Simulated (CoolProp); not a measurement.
Vapour-liquid equilibrium of trans-2-butene (1) + ethanol (2) at 104.05 °C; x and y are mole fractions of (1).

The numbers come from the multi-fluid Helmholtz-energy mixture model, Lemmon 2005 and Schroeder 2014; pair parameters Bell 2016 in CoolProp.

Problem. Give the bubble pressure and the first vapour's composition at x = 0.05, 0.8, 0.95. Is there an azeotrope?

Solution. x = 0.05: 4.715 bar, y = 0.457; x = 0.8: 15.17 bar, y = 0.889; x = 0.95: 16.09 bar, y = 0.962. No azeotrope shows between x = 0.05 and 0.95.

Pair parameters are fitted to limited data, so mixtures are less certain than the pure fluids. With so large a gap from Raoult's law the liquid may split in two, which this calculation doesn't test in full.
